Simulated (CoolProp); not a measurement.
Fluoroethane (R161) at several states: density (kg/m³) from the reference equation and from simpler models built on Tc = 375.2 K, pc = 5.010 MPa, ω = 0.216; each cubic takes its own stable root.

The numbers come from the reference Helmholtz-energy equation of state, Wu 2012 in CoolProp.

```tsv
T (K)	p (MPa)	phase	reference	van der Waals	Redlich-Kwong	Soave-Redlich-Kwong	Peng-Robinson
246	0.646	liquid	…	17.14	668.5	…	…
179.4	5	liquid	896.1	518.4	765.4	775.3	871.1
255.1	0.035	gas	0.8002	0.7971	0.7986	0.7991	0.7994
```

Task: What belongs in the gaps?

Result: 
- 246, reference: 803.2
- 246, Soave-Redlich-Kwong: 688.0
- 246, Peng-Robinson: 777.9

At some of these states van der Waals gives the other phase, because its saturation line lies elsewhere.
